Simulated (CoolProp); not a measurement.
Saturation properties of carbon dioxide.

Values from CoolProp's reference Helmholtz-energy equation of state, Span 1996.

```
T (°C)  p (bar)  enthalpy of vaporisation (kJ/kg)  surface tension (mN/m)  vapour viscosity (µPa s)  liquid conductivity (mW/(m K))
------  -------  --------------------------------  ----------------------  ------------------------  ------------------------------
-30.85    13.87                             305.2                    10.7                      12.3                             146
-27.05    15.74                             297.5                    9.85                      12.5                             141
-23.15    17.85                             289.3                    9.03                      12.7                             137
-19.25    20.16                             280.8                    8.22                      13.0                             132
-15.45    22.60                             272.0                    7.45                      13.2                             127
-11.55    25.34                             262.5                    6.67                      13.5                             123
-7.75     28.22                             252.8                    5.93                      13.8                             118
-3.85     31.43                             242.1                    5.19                      14.2                             114
0.05      34.90                             230.7                    4.47                      14.6                             109
3.85      38.54                             218.8                    3.80                      15.0                             105
7.75      42.56                             205.5                    3.12                      15.5                            99.9
11.65     46.89                             190.7                    2.48                      16.1                            95.2
15.45     51.43                             174.6                    1.89                      16.7                            90.6
19.35     56.42                             155.5                    1.31                      17.7                            86.0
23.15     61.65                             133.0                   0.799                      18.9                            82.0
```

Viscosity comes from a separate model (Laesecke 2017). Thermal conductivity comes from a separate model (Huber 2016). Surface tension comes from a separate correlation (Mulero 2012).
